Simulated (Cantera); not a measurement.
A Cantera script and what it prints.

```python
import numpy as np
import cantera as ct

gas_names = """
    CL CL2 H HCL H2 Si SiCL SiCL2 SiCL3 SiCL4 SiH SiHCL3 SiH2 SiH2CL2 SiH3 SiH3CL SiH4 Si2 Si3
""".split()
cond_names = """
    Si(cr) Si(L)
""".split()


# ... load() reads the species with a 1 bar reference pressure and builds the phases ...
atoms = {
    'Si2Cl6': {'Si': 2, 'CL': 6},
    'H2': {'H': 2},
}
top_T = {}  # K; cautious upper limits of use, not melting points


# ... equilibrate(T, P, feed) seeds the gas with the atoms and calls Mixture.equilibrate('TP', solver="gibbs", rtol=1e-10, max_steps=50000) ...
results = []
T = 923.15  # K
P = 290  # Pa
for m in [46, 74, 100, 130, 160, 190, 220, 250, 270, 300]:
    feed = {'Si2Cl6': 1, 'H2': m}  # mol
    mix = equilibrate(T, P, feed)
    results.append((T, P, feed, dict(zip(mix.species_names, mix.species_moles))))

top = {s: max(r[3][s] / sum(r[3][g] for g in gas_names) for r in results) for s in gas_names}
cols = sorted((s for s in top if top[s] > 1e-05), key=lambda s: -top[s])[:9]
seen = [c for c in cond_names if any(r[3].get(c, 0) > 1e-12 for r in results)]
print("log10 of partial pressures in bar; condensed amounts in mol")
print(f"{'n(H2)':>10s}" + "".join(f"{s[:9]:>10s}" for s in cols + seen))
for T, P, feed, n in results:
    ng = sum(n[g] for g in gas_names)
    print(f"{feed['H2']:10.4g}" + "".join(f"{np.log10(max(n[s] / ng * P / 1e5, 1e-99)):10.3f}" for s in cols)
          + "".join(f"{n.get(c, 0):10.4g}" for c in seen))
```

Result:

```
log10 of partial pressures in bar; condensed amounts in mol
     n(H2)        H2     SiCL4       HCL    SiHCL3     SiCL3     SiCL2   SiH2CL2    Si(cr)
        46    -2.558    -4.174    -4.297    -4.883    -5.829    -5.879    -6.600    0.6345
        74    -2.552    -4.415    -4.354    -5.060    -6.009    -5.999    -6.714      0.71
       100    -2.549    -4.575    -4.393    -5.179    -6.129    -6.079    -6.792    0.7731
       130    -2.547    -4.722    -4.429    -5.288    -6.240    -6.153    -6.863    0.8395
       160    -2.546    -4.844    -4.458    -5.379    -6.331    -6.213    -6.923    0.9005
       190    -2.545    -4.950    -4.484    -5.458    -6.410    -6.266    -6.975     0.957
       220    -2.544    -5.043    -4.507    -5.528    -6.480    -6.313    -7.021      1.01
       250    -2.544    -5.128    -4.528    -5.591    -6.544    -6.355    -7.063     1.059
       270    -2.543    -5.181    -4.541    -5.630    -6.583    -6.382    -7.089      1.09
       300    -2.543    -5.255    -4.560    -5.686    -6.639    -6.419    -7.125     1.134
```

Method: chemical equilibrium by Gibbs-energy minimisation in Cantera with the NASA 1993 tables (ideal gas, pure condensed phases). The feed counts by its element totals alone. The tables' values for SiCl3 are old estimates; treat these amounts as uncertain.
